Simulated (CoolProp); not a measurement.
Vapour-liquid equilibrium of R134a (1) + R152A (2) at -18.15 °C; x and y are mole fractions of (1).

Model: multi-fluid Helmholtz-energy mixture model, Tillner-Roth 1994 and Outcalt 1996; pair parameters Lemmon 2004, in CoolProp.

```csv
x,bubble pressure (bar),y at the bubble point,dew pressure at overall composition x (bar),liquid density (mol/L)
0.05,1.302,0.048,1.302,15.00
0.2,1.298,0.201,1.298,14.67
0.35,1.304,0.361,1.304,14.36
0.5,1.320,0.523,1.317,14.07
0.65,1.346,0.680,1.340,13.80
0.8,1.380,0.827,1.373,13.56
0.95,1.422,0.959,1.418,13.33
```

y crosses x between x = 0.05 and 0.2: the model has an azeotrope there.

The pair parameters rest on a limited set of measurements; away from them the model extrapolates.
